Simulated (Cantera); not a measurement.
**Equilibrium for metals in furnace atmospheres: Pb + NH3 + N2**

Charge: 1 mol Pb, 1.2 mol NH3, 37 mol N2, at 0.133 bar.

Equilibrium computed with Cantera from the NASA thermochemical tables; the gas is ideal and each condensed phase is pure. Candidate condensed phases: Pb; 11 gas species. Equilibrium is a limit: real reactors are often held back by kinetics, nucleation or transport.

From 900 K to 1300 K the condensed part is Pb(l). From 1350 K to 1450 K nothing is condensed. The main Pb-bearing gas is Pb throughout.

| T (K) | x N2 | x H2 | x Pb | x H | x Pb2 | x NH3 | n Pb(l) |
|---|---|---|---|---|---|---|---|
| 900 | 0.954 | 0.0457 | 1.03e-5 | 6.84e-11 | 6.09e-12 | 1.54e-6 | 1.000 |
| 950 | 0.954 | 0.0457 | 3.77e-5 | 3.26e-10 | 5.40e-11 | 1.05e-6 | 0.999 |
| 1000 | 0.954 | 0.0457 | 0.000121 | 1.33e-9 | 3.83e-10 | 7.40e-7 | 0.995 |
| 1050 | 0.954 | 0.0457 | 0.000349 | 4.75e-9 | 2.24e-9 | 5.39e-7 | 0.986 |
| 1100 | 0.953 | 0.0456 | 0.000909 | 1.51e-8 | 1.11e-8 | 4.03e-7 | 0.964 |
| 1150 | 0.952 | 0.0456 | 0.00217 | 4.36e-8 | 4.75e-8 | 3.09e-7 | 0.914 |
| 1200 | 0.950 | 0.0455 | 0.00482 | 1.15e-7 | 1.80e-7 | 2.41e-7 | 0.809 |
| 1250 | 0.945 | 0.0452 | 0.0100 | 2.82e-7 | 6.09e-7 | 1.90e-7 | 0.601 |
| 1300 | 0.936 | 0.0448 | 0.0197 | 6.41e-7 | 1.87e-6 | 1.52e-7 | 0.209 |
| 1350 | 0.931 | 0.0446 | 0.0247 | 1.38e-6 | 2.40e-6 | 1.24e-7 | 0 |
| 1400 | 0.931 | 0.0446 | 0.0247 | 2.81e-6 | 1.98e-6 | 1.03e-7 | 0 |
| 1450 | 0.931 | 0.0446 | 0.0247 | 5.47e-6 | 1.65e-6 | 8.75e-8 | 0 |
x: gas mole fraction; n: condensed amount in mol.
